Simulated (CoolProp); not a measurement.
Vapour-liquid equilibrium of benzene (1) + n-nonane (2) at 453.7 K; x and y are mole fractions of (1).

The numbers come from the multi-fluid Helmholtz-energy mixture model, Thol 2012 and Lemmon 2006; pair parameters Bell 2016 in CoolProp.

```
x     bubble pressure, mixture model (MPa)  bubble pressure, Raoult's law (MPa)  y, mixture model  y, Raoult's law
----  ------------------------------------  -----------------------------------  ----------------  ---------------
0.05                                   ___                               0.2511             0.221            0.207
0.15                                0.3606                               0.3338             0.469            0.466
0.25                                0.4501                               0.4165             0.606            0.622
0.35                                0.5327                               0.4993             0.696            0.727
0.45                                0.6108                               0.5820               ___            0.802
0.55                                0.6864                               0.6648             0.817            0.858
0.65                                   ___                               0.7475             0.863            0.902
0.75                                0.8371                               0.8303             0.905            0.937
0.85                                0.9150                               0.9130             0.944            0.966
0.95                                0.9957                               0.9958             0.982            0.989
```

Problem. Complete the blanks.

Solution. 
- 0.05, bubble pressure, mixture model (MPa): 0.2625
- 0.45, y, mixture model: 0.763
- 0.65, bubble pressure, mixture model (MPa): 0.7613

The largest gap from Raoult's law is +8.1 % in bubble pressure, at x = 0.25. No azeotrope shows between x = 0.05 and 0.95.

The pair parameters rest on a limited set of measurements; away from them the model extrapolates.
